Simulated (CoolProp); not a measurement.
Carbon monoxide along the isotherm -139.25 °C: density (kg/m³) from the reference equation and from simpler models built on Tc = -140.3 °C, pc = 3.498 MPa, ω = 0.050; each cubic takes its own stable root.

Computed with CoolProp (reference Helmholtz-energy equation of state, Lemmon 2006). It is a short technical equation, of lower accuracy than the large ones.

```tsv
p (MPa)	phase	reference
0.972	gas	27.08
1.94	gas	61.90
2.92	gas	116.3
3.89	supercritical	415.7
4.86	supercritical	481.6
5.83	supercritical	510.0
6.8	supercritical	529.6
7.77	supercritical	544.9
8.75	supercritical	557.8
```

Question: How far does each simpler model (ideal gas, van der Waals, Redlich-Kwong, Peng-Robinson) lie from the reference over these 9 states: mean and median of the absolute difference, and the worst?

Answer: 
- ideal gas: mean 53.6 %, median 64.1 %, worst -76.5 % at -139.25 °C and 3.89 MPa
- van der Waals: mean 16.6 %, median 23.0 %, worst -24.5 % at -139.25 °C and 3.89 MPa
- Redlich-Kwong: mean 5.6 %, median 5.5 %, worst -14.3 % at -139.25 °C and 3.89 MPa
- Peng-Robinson: mean 3.6 %, median 3.6 %, worst -6.6 % at -139.25 °C and 3.89 MPa
